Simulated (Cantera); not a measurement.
A Cantera script and its output.

```python
import numpy as np
import cantera as ct

gas = ct.Solution("gri30.yaml")


def delay(T, t_max=10):
    gas.TPX = T, 1000000, {'CO': 1, 'H2': 0.032, 'CH4': 1.2, 'O2': 1.39, 'N2': 7.91}
    reactor = ct.IdealGasReactor(gas, clone=False)
    net = ct.ReactorNet([reactor])
    net.rtol, net.atol = 1e-8, 1e-16
    while net.time < t_max:
        t_old, T_old = net.time, reactor.T
        net.step()
        if reactor.T > T + 400:  # ignition: a rise of 400 K
            return t_old + (T + 400 - T_old) / (reactor.T - T_old) * (net.time - t_old)
    return np.nan


taus = []
for T in [1200, 1275, 1350, 1425, 1500, 1575, 1650]:
    taus.append(delay(T))
    print(f"T0 = {T:6g} K   tau = {taus[-1]:.4e} s")
```

Result:

```
T0 =   1200 K   tau = 1.3805e-02 s
T0 =   1275 K   tau = 5.2465e-03 s
T0 =   1350 K   tau = 2.1040e-03 s
T0 =   1425 K   tau = 8.8470e-04 s
T0 =   1500 K   tau = 3.8911e-04 s
T0 =   1575 K   tau = 1.7934e-04 s
T0 =   1650 K   tau = 8.7026e-05 s
```

Model: GRI-Mech 3.0 (53 species, 325 reactions), integrated in Cantera.
